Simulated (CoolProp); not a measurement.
R236FA along the isotherm 400 K: fugacity coefficient from the reference equation and from simpler models built on Tc = 398.1 K, pc = 3.191 MPa, ω = 0.377; each cubic takes its own stable root.

The numbers come from the reference Helmholtz-energy equation of state, Pan 2012 in CoolProp.

```json
[
 {"p (MPa)": "0.997", "phase": "gas", "reference": "0.8951"},
 {"p (MPa)": "1.99", "phase": "gas", "reference": "0.7931"},
 {"p (MPa)": "2.99", "phase": "gas", "reference": "0.6881"},
 {"p (MPa)": "3.99", "phase": "supercritical", "reference": "0.5614"},
 {"p (MPa)": "4.99", "phase": "supercritical", "reference": "0.4727"},
 {"p (MPa)": "5.98", "phase": "supercritical", "reference": "0.4139"},
 {"p (MPa)": "6.98", "phase": "supercritical", "reference": "0.3716"},
 {"p (MPa)": "7.98", "phase": "supercritical", "reference": "0.3402"},
 {"p (MPa)": "8.97", "phase": "supercritical", "reference": "0.3163"},
 {"p (MPa)": "9.97", "phase": "supercritical", "reference": "0.2974"},
 {"p (MPa)": "11", "phase": "supercritical", "reference": "0.2818"},
 {"p (MPa)": "12", "phase": "supercritical", "reference": "0.2695"},
 {"p (MPa)": "13", "phase": "supercritical", "reference": "0.2594"},
 {"p (MPa)": "14", "phase": "supercritical", "reference": "0.2511"},
 {"p (MPa)": "15", "phase": "supercritical", "reference": "0.2442"},
 {"p (MPa)": "16", "phase": "supercritical", "reference": "0.2385"}
]
```

### Question
How far does each simpler model (van der Waals, Redlich-Kwong, Peng-Robinson) lie from the reference over these 16 states: mean and median of the absolute difference, and the worst?

### Answer
- van der Waals: mean 17.6 %, median 17.8 %, worst +33.9 % at 400 K and 16 MPa
- Redlich-Kwong: mean 5.5 %, median 6.1 %, worst +10.0 % at 400 K and 16 MPa
- Peng-Robinson: mean 0.6 %, median 0.2 %, worst -2.2 % at 400 K and 2.99 MPa
